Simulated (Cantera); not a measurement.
A closed system holds: 1 mol Fe₃O₄, 0.63 mol C, 0.46 mol H₂, held at 2050 K and 1.00 Torr.

Method: chemical equilibrium by Gibbs-energy minimisation in Cantera with the NASA 1993 tables (ideal gas, pure condensed phases). The tables' stoichiometric FeO is somewhat more stable than real wüstite, so its field is too wide. FeO: taken at fixed stoichiometry. Kinetics and transport are ignored.

```csv
species,before,after
CO,0.351,0.532
Fe,0.106,0.399
H₂,0.115,0.0539
H₂O,0.241,3.70e-9
CO₂,0.155,7.65e-9
H,0.0210,0.0144
FeO,0.00501,<1e-9
OH,0.00484,<1e-9
O,0.000641,<1e-9
O₂,0.000578,<1e-9
Fe(OH)₂,0.000119,<1e-9
C₂H₂ (acetylene),<1e-9,5.73e-5
"FeO(l), mol",2.86,0
"C(graphite), mol",0,0.599
```
Gas species are given as mole fractions.

Task: Name the change that produced these shifts.
(A) H₂ from 0.46 to 1.5 mol
(B) C from 0.63 to 4.6 mol
(C) temperature from 2050 K to 1925 K
(D) temperature from 2050 K to 1273.15 K

Result: B, C from 0.63 to 4.6 mol
